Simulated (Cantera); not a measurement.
Input (Python, Cantera):

```python
import numpy as np
import cantera as ct

gas = ct.Solution("gri30.yaml")
gas.TPX = 2000, 100000, {'CH4': 1, 'H2': 10}
reactor = ct.IdealGasConstPressureReactor(gas, energy="off", clone=False)
net = ct.ReactorNet([reactor])
net.rtol, net.atol = 1e-08, 1e-18
show = ['CH4', 'H2', 'C2H2', 'C2H', 'C2H4', 'H', 'CH3']
times = np.geomspace(0.0009, 3, 10)

steps = ct.SolutionArray(gas, extra=["t"])
rows = []
print(f"{'t/s':>10s}{'T/K':>9s}{'P/Pa':>11s}" + "".join(f"{s:>11s}" for s in show))
for t in times:
    while net.time < t:
        t_next = net.step()
        steps.append(gas.state, t=t_next)
    rows.append([np.interp(t, steps.t, y) for y in (steps.T, steps.P, *steps(*show).X.T)])
    print(f"{t:10.3e}{rows[-1][0]:9.1f}{rows[-1][1]:11.4g}" + "".join(f"{x:11.3e}" for x in rows[-1][2:]))
rate = np.gradient(steps.T, steps.t)
print("integrator steps:", len(steps.t))
if steps.T.max() > steps.T[0] + 200:
    print(f"time of steepest temperature rise: {steps.t[rate.argmax()]:.4e} s")
gas.TPX = 2000, 100000, {'CH4': 1, 'H2': 10}
gas.equilibrate("TP")
print(f"equilibrium (TP): T = {gas.T:.1f} K  " + "  ".join(f"{s} {gas[s].X[0]:.3e}" for s in show))
```

Output:

```
       t/s      T/K       P/Pa        CH4         H2       C2H2        C2H       C2H4          H        CH3
 9.000e-04   2000.0      1e+05  4.754e-02  9.303e-01  1.873e-02  5.617e-07  3.900e-04  1.494e-03  1.496e-03
 2.217e-03   2000.0      1e+05  2.787e-02  9.413e-01  2.816e-02  8.581e-07  2.727e-04  1.535e-03  8.928e-04
 5.459e-03   2000.0      1e+05  1.378e-02  9.491e-01  3.486e-02  1.077e-06  2.447e-04  1.570e-03  4.482e-04
 1.344e-02   2000.0      1e+05  6.397e-03  9.532e-01  3.836e-02  1.195e-06  2.492e-04  1.590e-03  2.099e-04
 3.311e-02   2000.0      1e+05  3.480e-03  9.548e-01  3.973e-02  1.243e-06  2.547e-04  1.599e-03  1.147e-04
 8.155e-02   2000.0      1e+05  2.866e-03  9.552e-01  4.002e-02  1.253e-06  2.561e-04  1.601e-03  9.459e-05
 2.008e-01   2000.0      1e+05  2.846e-03  9.552e-01  4.003e-02  1.254e-06  2.561e-04  1.601e-03  9.392e-05
 4.946e-01   2000.0      1e+05  2.846e-03  9.552e-01  4.003e-02  1.254e-06  2.561e-04  1.601e-03  9.392e-05
 1.218e+00   2000.0      1e+05  2.846e-03  9.552e-01  4.003e-02  1.254e-06  2.561e-04  1.601e-03  9.392e-05
 3.000e+00   2000.0      1e+05  2.846e-03  9.552e-01  4.003e-02  1.254e-06  2.561e-04  1.601e-03  9.392e-05
integrator steps: 919
equilibrium (TP): T = 2000.0 K  CH4 2.846e-03  H2 9.552e-01  C2H2 4.003e-02  C2H 1.254e-06  C2H4 2.561e-04  H 1.601e-03  CH3 9.392e-05
```

Cantera simulation using GRI-Mech 3.0 (53 species, 325 reactions); the numbers are that mechanism's predictions, not measurements. GRI-Mech 3.0 stops at C3 and has no aromatics, soot or wall deposition, so with more carbon than oxygen in the feed, carbon stays in small species such as C2H2 where larger ones or solid carbon would form.
